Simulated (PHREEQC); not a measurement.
0.01 mol of Fluorite (CaF2) is brought to equilibrium with 1 kg of water holding 0.003 mol NaCl, at 25 °C, the pH being set by adding NaOH or HCl. Oxygen is held at 0.21 atm. CO2 from the air is kept out. The run lets Fluorite precipitate or redissolve, and no other solid.

All values are PHREEQC results (ion-association model, phreeqc.dat), not measurements.

| pH | dissolved Ca (mol/kgw) | dissolved F (mol/kgw) | Ca+2 (mol/kgw) | HF (mol/kgw) | F- (mol/kgw) | CaOH+ (mol/kgw) |
|---|---|---|---|---|---|---|
| 2 | 0.00140 | 0.00279 | 0.00140 | 0.00259 | 0.000199 | 1.58e-14 |
| 2.69 | 0.000534 | 0.00107 | 0.000534 | 0.000786 | 0.000281 | 3.38e-14 |
| 3.38 | 0.000289 | 0.000577 | 0.000289 | 0.000212 | 0.000364 | 9.35e-14 |
| 4.06 | 0.000228 | 0.000455 | 0.000228 | 4.94e-5 | 0.000405 | 3.57e-13 |
| 4.75 | 0.000214 | 0.000428 | 0.000214 | 1.04e-5 | 0.000417 | 1.65e-12 |
| 5.44 | 0.000211 | 0.000422 | 0.000211 | 2.13e-6 | 0.000419 | 7.97e-12 |
| 6.12 | 0.000210 | 0.000421 | 0.000210 | 4.47e-7 | 0.000420 | 3.80e-11 |
| 6.81 | 0.000210 | 0.000421 | 0.000210 | 9.12e-8 | 0.000420 | 1.86e-10 |
| 7.5 | 0.000210 | 0.000421 | 0.000210 | 1.86e-8 | 0.000420 | 9.12e-10 |
| 8.19 | 0.000210 | 0.000421 | 0.000210 | 3.80e-9 | 0.000420 | 4.47e-9 |
| 8.88 | 0.000210 | 0.000421 | 0.000210 | 7.76e-10 | 0.000420 | 2.19e-8 |
| 9.56 | 0.000210 | 0.000421 | 0.000210 | 1.62e-10 | 0.000420 | 1.05e-7 |
| 10.25 | 0.000211 | 0.000422 | 0.000211 | 3.32e-11 | 0.000422 | 5.11e-7 |
| 10.94 | 0.000214 | 0.000428 | 0.000212 | 6.83e-12 | 0.000428 | 2.48e-6 |
| 11.62 | 0.000227 | 0.000454 | 0.000216 | 1.47e-12 | 0.000452 | 1.13e-5 |
| 12.31 | 0.000271 | 0.000542 | 0.000223 | 3.32e-13 | 0.000536 | 4.82e-5 |
| 13 | 0.000398 | 0.000797 | 0.000225 | 8.14e-14 | 0.000763 | 0.000173 |
